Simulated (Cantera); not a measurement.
Charge: 1 mol SiH4, 0.65 mol CO2, 0.11 mol H2, equilibrated at 802 °C.

Method: chemical equilibrium by Gibbs-energy minimisation in Cantera with the NASA 1993 tables (ideal gas, pure condensed phases). Candidate condensed phases: C, C6H6, C7H8, C8H18, H2O, Si, SiC, SiO2; 123 gas species. Mutual solubility and eutectic melting of coexisting phases are not modelled. Equilibrium is a limit: real reactors are often held back by kinetics, nucleation or transport.

x: gas mole fraction; n: condensed amount in mol.

```json
[
 {"P (Pa)": "5", "x H2": "0.968", "x CH4": "2.11e-6", "x CO": "0.0319", "x SiO": "5.13e-6", "n C(graphite)": "0.196", "n SiC(s)": "0.385", "n SiO2(β-quartz)": "0.615"},
 {"P (Pa)": "26", "x H2": "0.994", "x CH4": "(withheld)", "x CO": "(withheld)", "x SiO": "(withheld)", "n C(graphite)": "0.280", "n SiC(s)": "0.357", "n SiO2(β-quartz)": "0.643"},
 {"P (Pa)": "140", "x H2": "0.999", "x CH4": "6.30e-5", "x CO": "0.00114", "x SiO": "1.83e-7", "n C(graphite)": "0.296", "n SiC(s)": "0.351", "n SiO2(β-quartz)": "0.649"},
 {"P (Pa)": "710", "x H2": "0.999", "x CH4": "0.000320", "x CO": "0.000225", "x SiO": "3.61e-8", "n C(graphite)": "0.299", "n SiC(s)": "0.350", "n SiO2(β-quartz)": "0.650"},
 {"P (Pa)": "3700", "x H2": "0.998", "x CH4": "0.00166", "x CO": "4.32e-5", "x SiO": "6.93e-9", "n C(graphite)": "0.296", "n SiC(s)": "0.350", "n SiO2(β-quartz)": "0.650"},
 {"P (Pa)": "19000", "x H2": "0.992", "x CH4": "(withheld)", "x CO": "(withheld)", "x SiO": "(withheld)", "n C(graphite)": "0.282", "n SiC(s)": "0.350", "n SiO2(β-quartz)": "0.650"},
 {"P (Pa)": "100000", "x H2": "0.959", "x CH4": "0.0414", "x CO": "1.60e-6", "x SiO": "2.56e-10", "n C(graphite)": "0.216", "n SiC(s)": "0.350", "n SiO2(β-quartz)": "0.650"}
]
```

What belongs in the gaps?


- 19000, x CH4: 0.00842
- 19000, x CO: 8.41e-6
- 19000, x SiO: 1.35e-9
- 26, x CH4: 1.16e-5
- 26, x CO: 0.00614
- 26, x SiO: 9.86e-7
